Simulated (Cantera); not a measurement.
Cantera run:

```python
import numpy as np
import cantera as ct

gas_names = """
    C CN CO CO2 C2 CCN CNC C2N2 C2O C3 C3O2 C4 C4N2 C5 Fe FeC5O5 FeO N NCO NO NO2 NO3 N2 N2O O O2 O3
""".split()
cond_names = """
    C(gr) Fe(a) Fe(c) Fe(d) Fe(L) FeC5O5(L) FeO(s) FeO(L) Fe2O3(s) Fe3O4(s)
""".split()


# ... load() reads the species with a 1 bar reference pressure and builds the phases ...
atoms = {
    'Fe': {'Fe': 1},
    'CO': {'C': 1, 'O': 1},
    'N2': {'N': 2},
    'CO2': {'C': 1, 'O': 2},
}
top_T = {'C(gr)': 4500, 'Fe2O3(s)': 1830, 'Fe3O4(s)': 1870}  # K; cautious upper limits of use, not melting points


# ... equilibrate(T, P, feed) seeds the gas with the atoms and calls Mixture.equilibrate('TP', solver="vcs", rtol=1e-11, max_steps=5000) ...
results = []
feed = {'Fe': 1, 'CO': 0.13, 'N2': 4.6, 'CO2': 0.021}  # mol
T = 1375  # K
P = 5800  # Pa
mix = equilibrate(T, P, feed)
results.append((T, P, feed, dict(zip(mix.species_names, mix.species_moles))))
print(gas.report(threshold=1e-05))
for i in range(1, mix.n_phases):
    print(f"{mix.phase(i).name:16s} {mix.phase_moles(i):12.5e} mol")
```

Output:

```
       temperature   1375 K
          pressure   5800 Pa
           density   0.014248 kg/m^3
  mean mol. weight   28.085 kg/kmol
   phase of matter   gas

                          1 kg             1 kmol
                     ---------------   ---------------
          enthalpy        1.0463e+06        2.9386e+07  J
   internal energy        6.3927e+05        1.7954e+07  J
           entropy              9407        2.6419e+05  J/K
    Gibbs function       -1.1888e+07       -3.3388e+08  J
 heat capacity c_p            1226.6             34450  J/K
 heat capacity c_v            930.59             26135  J/K

                      mass frac. Y      mole frac. X     chem. pot. / RT
                     ---------------   ---------------   ---------------
                CO           0.02729          0.027363           -42.611
               CO2         0.0069264         0.0044201            -72.46
                N2           0.96578           0.96822           -28.628
     [  +24 minor]        2.8247e-07        1.4233e-07

C(gr)             0.00000e+00 mol
Fe(c)             9.99999e-01 mol
FeC5O5(L)         0.00000e+00 mol
FeO(s)            0.00000e+00 mol
Fe2O3(s)          0.00000e+00 mol
Fe3O4(s)          0.00000e+00 mol
```

Equilibrium computed with Cantera from the NASA thermochemical tables; the gas is ideal and each condensed phase is pure.
